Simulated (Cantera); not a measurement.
Thermodynamics of chlorosilane synthesis and conversion, feed SiCl4 + H2

Input: 1 mol SiCl4, 7.7 mol H2, at 1350 °C and 1 atm.

Equilibrium computed with Cantera from the NASA thermochemical tables; the gas is ideal and each condensed phase is pure. Candidate condensed phases: Si; 19 gas species. The tables' values for SiCl3 are old estimates; treat these amounts as uncertain. Kinetics and transport are ignored.

The x(H2) comes out as 0.726. The x(HCl) is 0.169. The x(SiCl2) is 0.0718. The x(SiCl3) is 0.0172. The x(SiCl4) is 0.00959. The x(SiHCl3) comes out as 0.00639, the x(SiH2Cl2) is 0.000720 and the x(H) is 5.86e-5. The x(SiH3Cl) is 2.43e-5. The gas amount comes out as 9.461 mol and the log10 activity of Si(s) (absent) is -0.28.
